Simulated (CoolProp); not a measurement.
Vapour-liquid equilibrium of ethylbenzene (1) + p-xylene (2) at 322.3 K; x and y are mole fractions of (1).

The numbers come from the multi-fluid Helmholtz-energy mixture model, Zhou 2012 and Zhou 2012; pair parameters Bell 2016 in CoolProp.

Question: Give the bubble pressure and the first vapour's composition at x = 0.25, 0.55, 0.65. Is there an azeotrope?

Answer: x = 0.25: 0.004288 MPa, y = 0.267; x = 0.55: 0.004387 MPa, y = 0.566; x = 0.65: 0.004415 MPa, y = 0.664. No azeotrope shows between x = 0.05 and 0.95.

Pair parameters are fitted to limited data, so mixtures are less certain than the pure fluids.
